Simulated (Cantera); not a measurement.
An isothermal, constant-pressure homogeneous reactor starts with C2H6 : N2 = 1 : 1.2 (molar parts), at 1725 K and 0.109 atm. Integrator tolerance rtol = 1e-08.

Computed with Cantera and GRI-Mech 3.0 (53 species, 325 reactions). GRI-Mech 3.0 stops at C3 and has no aromatics, soot or wall deposition, so with more carbon than oxygen in the feed, carbon stays in small species such as C2H2 where larger ones or solid carbon would form.

What does this change do: temperature 1725 to 1248 K?


```csv
quantity,before,after
x(C2H6) at 50.0 s,5.02e-8 (gas-phase equilibrium 3.78e-8),0.000139 (gas-phase equilibrium 7.94e-5)
x(C2H4) at 50.0 s,0.000493 (gas-phase equilibrium 0.000371),0.0426 (gas-phase equilibrium 0.0271)
x(CH2) at 50.0 s,2.59e-8 (gas-phase equilibrium 2.24e-8),2.39e-11 (gas-phase equilibrium 1.09e-11)
x(C2H2) at 50.0 s,0.237 (gas-phase equilibrium 0.178),0.183 (gas-phase equilibrium 0.139)
x(CH3) at 50.0 s,2.99e-5 (gas-phase equilibrium 2.60e-5),8.46e-6 (gas-phase equilibrium 7.64e-6)
x(H) at 50.0 s,0.000388 (gas-phase equilibrium 0.000388),1.85e-6 (gas-phase equilibrium 7.82e-7)
```

What does this change do: C2H6 1 to 0.58 parts?


```json
[
 {"quantity": "x(C2H6) at 50.0 s", "before": "5.02e-8 (gas-phase equilibrium 3.78e-8)", "after": "2.86e-8 (gas-phase equilibrium 1.95e-8)"},
 {"quantity": "x(C2H4) at 50.0 s", "before": "0.000493 (gas-phase equilibrium 0.000371)", "after": "0.000339 (gas-phase equilibrium 0.000231)"},
 {"quantity": "x(CH2) at 50.0 s", "before": "2.59e-8 (gas-phase equilibrium 2.24e-8)", "after": "2.14e-8 (gas-phase equilibrium 1.77e-8)"},
 {"quantity": "x(C2H2) at 50.0 s", "before": "0.237 (gas-phase equilibrium 0.178)", "after": "0.197 (gas-phase equilibrium 0.134)"},
 {"quantity": "x(CH3) at 50.0 s", "before": "2.99e-5 (gas-phase equilibrium 2.60e-5)", "after": "2.26e-5 (gas-phase equilibrium 1.86e-5)"},
 {"quantity": "x(H) at 50.0 s", "before": "0.000388 (gas-phase equilibrium 0.000388)", "after": "0.000353 (gas-phase equilibrium 0.000354)"}
]
```
